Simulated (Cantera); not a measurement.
An adiabatic, constant-pressure homogeneous reactor starts with H2 : O2 : N2 = 1 : 0.227 : 0.855 (molar parts), equivalence ratio 2.2, at 1625 K and 1.70 bar. Integrator tolerance rtol = 1e-08.

Cantera simulation using GRI-Mech 3.0 (53 species, 325 reactions); the numbers are that mechanism's predictions, not measurements.

### Question
What does this change do: 0.13 parts H2O added?

### Answer
| quantity | before | after |
|---|---|---|
| time of steepest temperature rise | 5.91 µs | 6.31 µs |
| temperature at 2.00 s | 2842 K | 2778 K |
| equilibrium temperature | 2842 K | 2778 K |
| x(H2) at 2.00 s | 0.275 (gas-phase equilibrium 0.275) | 0.261 (gas-phase equilibrium 0.261) |
| x(O2) at 2.00 s | 0.000266 (gas-phase equilibrium 0.000266) | 0.000269 (gas-phase equilibrium 0.000269) |
| x(NO) at 2.00 s | 0.00105 (gas-phase equilibrium 0.00105) | 0.000936 (gas-phase equilibrium 0.000936) |
| x(O) at 2.00 s | 0.000804 (gas-phase equilibrium 0.000804) | 0.000629 (gas-phase equilibrium 0.000629) |
| x(H2O) at 2.00 s | 0.227 (gas-phase equilibrium 0.227) | 0.277 (gas-phase equilibrium 0.277) |
| x(OH) at 2.00 s | 0.00923 (gas-phase equilibrium 0.00923) | 0.00873 (gas-phase equilibrium 0.00873) |

### Question
What does this change do: pressure from 1.70 bar to 1.01 bar?

### Answer
```
quantity                                                              before                                      after
---------------------------------  -----------------------------------------  -----------------------------------------
time of steepest temperature rise                                    5.91 µs                                    9.84 µs
temperature at 2.00 s                                                 2842 K                                     2804 K
equilibrium temperature                                               2842 K                                     2804 K
x(H2) at 2.00 s                          0.275 (gas-phase equilibrium 0.275)        0.272 (gas-phase equilibrium 0.272)
x(O2) at 2.00 s                    0.000266 (gas-phase equilibrium 0.000266)  0.000333 (gas-phase equilibrium 0.000333)
x(NO) at 2.00 s                      0.00105 (gas-phase equilibrium 0.00105)    0.00111 (gas-phase equilibrium 0.00111)
x(O) at 2.00 s                     0.000804 (gas-phase equilibrium 0.000804)    0.00100 (gas-phase equilibrium 0.00100)
x(H2O) at 2.00 s                         0.227 (gas-phase equilibrium 0.227)        0.225 (gas-phase equilibrium 0.225)
x(OH) at 2.00 s                      0.00923 (gas-phase equilibrium 0.00923)      0.0101 (gas-phase equilibrium 0.0101)
```
